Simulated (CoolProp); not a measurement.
Dodecamethylcyclohexasiloxane (D6) along the isotherm 346.85 °C: fugacity coefficient from the reference equation and from simpler models built on Tc = 372.6 °C, pc = 0.9614 MPa, ω = 0.736; each cubic takes its own stable root.

Model: reference Helmholtz-energy equation of state, Colonna 2008, in CoolProp. It is a short technical equation, of lower accuracy than the large ones.

| p (MPa) | phase | reference |
|---|---|---|
| 0.0152 | gas | 0.9924 |
| 0.0237 | gas | 0.9882 |
| 0.0369 | gas | 0.9816 |
| 0.0574 | gas | 0.9715 |
| 0.0894 | gas | 0.9558 |
| 0.139 | gas | 0.9318 |
| 0.217 | gas | 0.8948 |
| 0.337 | gas | 0.8393 |
| 0.525 | gas | 0.7551 |
| 0.818 | liquid | 0.5726 |
| 1.27 | liquid | 0.3974 |
| 1.98 | liquid | 0.2850 |
| 3.09 | liquid | 0.2156 |
| 4.81 | liquid | 0.1769 |

### Question
How far does each simpler model (van der Waals, Soave-Redlich-Kwong, Peng-Robinson) lie from the reference over these 14 states: mean and median of the absolute difference, and the worst?

### Answer
- van der Waals: mean 16.0 %, median 4.5 %, worst +61.2 % at 346.85 °C and 4.81 MPa
- Soave-Redlich-Kwong: mean 3.9 %, median 2.2 %, worst +11.1 % at 346.85 °C and 4.81 MPa
- Peng-Robinson: mean 1.2 %, median 0.7 %, worst +3.1 % at 346.85 °C and 0.818 MPa
